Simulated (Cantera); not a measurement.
Input: 1 mol SiHCl3, 14 mol H2, equilibrated at 900 K and 5.00 mbar.

Equilibrium computed with Cantera from the NASA thermochemical tables; the gas is ideal and each condensed phase is pure. Candidate condensed phases: Si; 19 gas species. The tables' values for SiCl3 are old estimates; treat these amounts as uncertain. Rates play no part.

Base state: H2 0.938, SiCl4 0.0394, HCl 0.0136, SiHCl3 0.00773, SiCl3 0.000469, SiCl2 0.000267, SiH2Cl2 0.000144 (mole fractions); condensed: Si(s).

Task: What changes in the equilibrium state with this change: H2 from 14 to 66 mol?

Result: 
| species | before | after |
|---|---|---|
| H2 | 0.938 | 0.981 |
| HCl | 0.0136 | 0.00903 |
| SiCl4 | 0.0394 | 0.00706 |
| SiHCl3 | 0.00773 | 0.00218 |
| SiCl3 | 0.000469 | 0.000129 |
| SiCl2 | 0.000267 | 0.000113 |
| SiH2Cl2 | 0.000144 | 6.37e-5 |
| Si(s), mol | 0.267 | 0.357 |

Task: What changes in the equilibrium state with this change: H2 from 14 to 100 mol?

Result: 
```csv
species,before,after
H2,0.938,0.986
HCl,0.0136,0.00794
SiCl4,0.0394,0.00417
SiHCl3,0.00773,0.00147
SiCl3,0.000469,8.72e-5
SiCl2,0.000267,8.69e-5
"Si(s), mol",0.267,0.405
```

Task: What changes in the equilibrium state with this change: H2 from 14 to 320 mol?

Result: 
```
species       before     after
----------  --------  --------
H2             0.938     0.994
HCl           0.0136   0.00512
SiCl4         0.0394  0.000712
SiCl3       0.000469   2.31e-5
SiHCl3       0.00773  0.000392
SiCl2       0.000267   3.59e-5
SiH2Cl2     0.000144   2.05e-5
Si(s), mol     0.267     0.619
```
